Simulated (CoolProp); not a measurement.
Vapour-liquid equilibrium of n-butane (1) + acetone (2) at 3.13 bar; x and y are mole fractions of (1).

Values from CoolProp's multi-fluid Helmholtz-energy mixture model, Bücker 2006 and Lemmon 2006; pair parameters Bell 2016.

### Question
Give the bubble temperature and the first vapour's composition at x = 0.25, 0.45, 0.75. Is there an azeotrope?

### Answer
x = 0.25: 46.9 °C, y = 0.793; x = 0.45: 39.7 °C, y = 0.856; x = 0.75: 36.1 °C, y = 0.897. No azeotrope shows between x = 0.05 and 0.95.

Pair parameters are fitted to limited data, so mixtures are less certain than the pure fluids. With so large a gap from Raoult's law the liquid may split in two, which this calculation doesn't test in full.
